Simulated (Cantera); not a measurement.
Feed: 1 mol Al2O3, 0.12 mol O2, at 875 K and 0.0100 bar.

Equilibrium computed with Cantera from the NASA thermochemical tables; the gas is ideal and each condensed phase is pure. Candidate condensed phases: Al, Al2O3; 9 gas species. Rates play no part.

Base state: O2 1.00 (mole fractions); condensed: Al2O3(s).

What changes in the equilibrium state with this change: Al2O3 replaced by TiO2?


| species | before | after |
|---|---|---|
| O2 | 1.00 | 1.00 |
| Al2O3(s), mol | 1.00 | 0 |
| TiO2(rutile), mol | 0 | 1.00 |
Further candidate phases: Ti, TiO, TiO2, Ti2O3, Ti3O5, Ti4O7.
